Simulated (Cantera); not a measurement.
Charge: 1 mol (CH3)2SiCl2, 0.58 mol C2H2, 56 mol H2, equilibrated at 890 Pa.

Method: chemical equilibrium by Gibbs-energy minimisation in Cantera with the NASA 1993 tables (ideal gas, pure condensed phases). Candidate condensed phases: C, C6H6, C7H8, C8H18, Si, SiC; 109 gas species. The feed counts by its element totals alone. The tables' values for SiCl are old estimates; treat these amounts as uncertain. Gases not in the tables: Si2H6 and higher silanes. The numbers say what is thermodynamically allowed, not how fast it happens.

x: gas mole fraction; n: condensed amount in mol.

| T (K) | x H2 | x H | x HCl | x Si | x C2H2 (acetylene) | x Cl | x SiC2 | n C(graphite) | n SiC(s) |
|---|---|---|---|---|---|---|---|---|---|
| 1375 | 0.967 | 3.57e-5 | 0.0330 | 1.97e-10 | 1.72e-6 | [?] | <1e-12 | 2.16 | 0.999 |
| 1475 | 0.967 | 0.000135 | 0.0330 | 4.26e-9 | 6.45e-6 | [?] | 5.99e-12 | 2.16 | 0.999 |
| 1575 | 0.967 | 0.000433 | 0.0329 | 6.21e-8 | 2.04e-5 | [?] | 2.00e-10 | 2.16 | 0.998 |
| 1675 | 0.966 | 0.00121 | 0.0329 | 6.56e-7 | 5.61e-5 | [?] | 4.35e-9 | 2.16 | 0.997 |
| 1775 | 0.964 | 0.00301 | 0.0327 | 5.29e-6 | 0.000137 | [?] | 6.65e-8 | 2.15 | 0.995 |
| 1875 | 0.960 | 0.00681 | 0.0325 | 3.41e-5 | 0.000304 | [?] | 7.55e-7 | 2.13 | 0.991 |
| 1975 | 0.952 | 0.0142 | 0.0321 | 0.000181 | 0.000618 | [?] | 6.67e-6 | 2.11 | 0.978 |
| 2075 | 0.938 | 0.0273 | 0.0315 | 0.000820 | 0.00116 | [?] | 4.75e-5 | 2.08 | 0.926 |
| 2175 | 0.913 | 0.0494 | 0.0303 | 0.00322 | 0.00204 | [?] | 0.000281 | 2.13 | 0.729 |
| 2275 | 0.868 | 0.0838 | 0.0284 | 0.0112 | 0.00331 | [?] | 0.00142 | 2.48 | 0.0169 |

Task: Some entries are withheld; supply them.

Result: 
- 1375, x Cl: 1.01e-6
- 1475, x Cl: 3.73e-6
- 1575, x Cl: 1.17e-5
- 1675, x Cl: 3.21e-5
- 1775, x Cl: 7.86e-5
- 1875, x Cl: 0.000175
- 1975, x Cl: 0.000357
- 2075, x Cl: 0.000677
- 2175, x Cl: 0.00120
- 2275, x Cl: 0.00198
